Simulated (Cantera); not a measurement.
What does this Cantera script print?

```python
import numpy as np
import cantera as ct

gas = ct.Solution("gri30.yaml")


def delay(T, t_max=10):
    gas.TPX = T, 750000, {'H2': 1, 'O2': 0.455, 'N2': 1.71, 'H2O': 0.45}
    reactor = ct.IdealGasReactor(gas, clone=False)
    net = ct.ReactorNet([reactor])
    net.rtol, net.atol = 1e-8, 1e-16
    while net.time < t_max:
        t_old, T_old = net.time, reactor.T
        net.step()
        if reactor.T > T + 400:  # ignition: a rise of 400 K
            return t_old + (T + 400 - T_old) / (reactor.T - T_old) * (net.time - t_old)
    return np.nan


taus = []
for T in [1248, 1323, 1398, 1473, 1548]:
    taus.append(delay(T))
    print(f"T0 = {T:6g} K   tau = {taus[-1]:.4e} s")

# d ln(tau) / d ln(k), from doubling and halving each rate constant
T, sens = 1398, []
for i in range(gas.n_reactions):
    gas.set_multiplier(2.0, i)
    up = delay(T)
    gas.set_multiplier(0.5, i)
    down = delay(T)
    gas.set_multiplier(1.0, i)
    sens.append((np.log(up / down) / np.log(4.0), gas.reaction(i).equation))
sens.sort(key=lambda x: -abs(x[0]))
print(f"sensitivities at {T} K")
for s, eq in sens[:10]:
    print(f"{s:8.3f}  {eq}")
```

Result:

```
T0 =   1248 K   tau = 7.8764e-05 s
T0 =   1323 K   tau = 1.4310e-05 s
T0 =   1398 K   tau = 4.9573e-06 s
T0 =   1473 K   tau = 2.8992e-06 s
T0 =   1548 K   tau = 2.0234e-06 s
sensitivities at 1398 K
  -1.485  H + O2 <=> O + OH
   0.717  H + O2 + H2O <=> HO2 + H2O
   0.186  H + O2 + N2 <=> HO2 + N2
   0.184  H + O2 + M <=> HO2 + M
  -0.157  H2 + O <=> H + OH
  -0.109  H + HO2 <=> 2 OH
  -0.097  H2 + OH <=> H + H2O
   0.038  H + O2 + O2 <=> HO2 + O2
  -0.032  H + H2O2 <=> H2 + HO2
  -0.025  H + HO2 <=> H2 + O2
```

Computed with Cantera and GRI-Mech 3.0 (53 species, 325 reactions). The hydrogen kinetics of GRI-Mech 3.0 are dated; newer H2 mechanisms differ, most at raised pressure.
